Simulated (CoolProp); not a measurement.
Vapour-liquid equilibrium of benzene (1) + n-dodecane (2) at 445.3 K; x and y are mole fractions of (1).

The numbers come from the multi-fluid Helmholtz-energy mixture model, Thol 2012 and Lemmon 2004; pair parameters Bell 2016 in CoolProp.

Give the bubble pressure and the first vapour's composition at x = 0.2, 0.8, 0.95. Is there an azeotrope?

x = 0.2: 0.1688 MPa, y = 0.842; x = 0.8: 0.6917 MPa, y = 0.987; x = 0.95: 0.8409 MPa, y = 0.997. No azeotrope shows between x = 0.05 and 0.95.

Pair parameters are fitted to limited data, so mixtures are less certain than the pure fluids.
